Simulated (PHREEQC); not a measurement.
A solution holds 0.003 mol/kgw Cu(NO3)2, 0.0029 mol/kgw H2SO4 and 0.048 mol/kgw H3BO3, at 2.7 °C. Closed to the air; pH follows from the charge balance.

The numbers come from PHREEQC with the ion-association model, phreeqc.dat.

```
quantity                    before     after
------------------------  --------  --------
pH                            2.32      2.32
ionic strength (mol/kgw)    0.0153    0.0106
SO4-2 (mol/kgw)            0.00208   0.00235
HSO4- (mol/kgw)           0.000445  0.000528
H2BO3- (mol/kgw)           4.17e-9   4.10e-9
```

Task: What was changed between the two runs?
A) Cu(NO3)2 from 0.003 to 0.015 mol/kgw
B) Cu(NO3)2 replaced by KNO3 at the same molality
C) Cu(NO3)2 from 0.003 to 0.006 mol/kgw
D) diluted 10-fold with water

Result: B, Cu(NO3)2 replaced by KNO3 at the same molality

No solid was allowed to form. Constants without temperature data keep their 25 °C values here.
